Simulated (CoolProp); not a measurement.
A simple Rankine cycle with water: condensing at 321.15 K, boiler at 5.71 MPa, turbine inlet 547.5 K, turbine efficiency 0.65, pump efficiency 0.7, no recuperator. Each further row changes one setting.

Computed with CoolProp (reference Helmholtz-energy equation of state, Wagner 2002).

| case | thermal efficiency (%) | net work (kJ/kg) | heat in (kJ/kg) | turbine exit temperature (K) | volume ratio over the turbine |
|---|---|---|---|---|---|
| as stated | 22.5 | 583 | 2590 | 321.1 | 321 |
| turbine inlet 567.5 K | 22.7 | 605 | (withheld) | 321.1 | 303 |
| condensing temperature 313.15 K | (withheld) | 610 | 2620 | 313.1 | 472 |
| boiler pressure 4 MPa | (withheld) | 581 | 2680 | 321.1 | (withheld) |
| turbine efficiency 0.55 | 19.0 | (withheld) | 2590 | 321.1 | 335 |

### Question
Fill in the missing entries.

### Answer

- turbine inlet 567.5 K, heat in (kJ/kg): 2670
- condensing temperature 313.15 K, thermal efficiency (%): 23.3
- boiler pressure 4 MPa, thermal efficiency (%): 21.7
- boiler pressure 4 MPa, volume ratio over the turbine: 213
- turbine efficiency 0.55, net work (kJ/kg): 492

The expansion ends wet for: as stated; turbine inlet 567.5 K; condensing temperature 313.15 K; boiler pressure 4 MPa; turbine efficiency 0.55.
